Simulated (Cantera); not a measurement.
Input: 1 mol Fe2O3, 0.69 mol CH4, 0.13 mol H2, equilibrated at 1873.15 K and 44.0 Pa.

These are equilibrium values from Cantera (NASA tables, ideal gas, pure condensed phases), not measurements of a reactor. Candidate condensed phases: C, C6H6, C7H8, C8H18, Fe, Fe(CO)5, FeO, Fe(OH)2, Fe(OH)3, Fe2O3, Fe3O4, H2O; 114 gas species. The tables' stoichiometric FeO is somewhat more stable than real wüstite, so its field is too wide. FeO: taken at fixed stoichiometry. Kinetics and transport are ignored.

Base state: H2 0.357, CO 0.233, H2O 0.219, Fe 0.135, CO2 0.0349, H 0.0184, FeO 0.00119, OH 0.000878 (mole fractions); condensed: FeO(l).

Problem. What changes in the equilibrium state with this change: temperature from 1873.15 K to 1350 K?

Solution. 
```tsv
species	before	after
H2	0.357	0.508
CO	0.233	0.266
H2O	0.219	0.179
Fe	0.135	9.77e-6
H	0.0184	8.10e-5
CO2	0.0349	0.0476
FeO	0.00119	6.69e-9
O	3.43e-5	<1e-9
FeO(l), mol	1.65	0
Fe(γ), mol	0	0.188
FeO(s), mol	0	1.81
```
Mutual solubility and eutectic melting of coexisting phases are not modelled.

Problem. What changes in the equilibrium state with this change: temperature from 1873.15 K to 2073.15 K?

Solution. 
```csv
species,before,after
Fe,0.135,0.310
H2O,0.219,0.301
CO,0.233,0.126
H2,0.357,0.108
FeO,0.00119,0.0205
OH,0.000878,0.0131
H,0.0184,0.0412
CO2,0.0349,0.0728
O2,9.22e-6,0.00430
O,3.43e-5,0.00360
Fe(OH)2,4.70e-5,0.000163
"FeO(l), mol",1.65,0.855
```
